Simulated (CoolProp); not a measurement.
A single-stage vapour-compression cycle with R134a: evaporating at 253.15 K (dew point), condensing at 276.15 K (bubble point), superheat 0 K, subcooling 0 K, compressor efficiency 0.7, no pressure losses. Each further row changes one setting.

Model: reference Helmholtz-energy equation of state, Tillner-Roth 1994, in CoolProp.

```tsv
case	cooling COP	pressure ratio	discharge temperature (K)	refrigerating effect (kJ/kg)	volumetric capacity (kJ/m³)
as stated	7.02	2.46	289.7	183	1240
evaporating temperature 258.15 K	9.32	1.99	286.3	186	1540
condensing temperature 271.15 K	9.16	2.05	282.2	189	1280
subcooling 5 K	7.28	2.46	289.7	189	1280
superheat 10 K	6.99	2.46	300.2	191	1230
compressor efficiency 0.6	6.02	2.46	294.5	183	1240
```
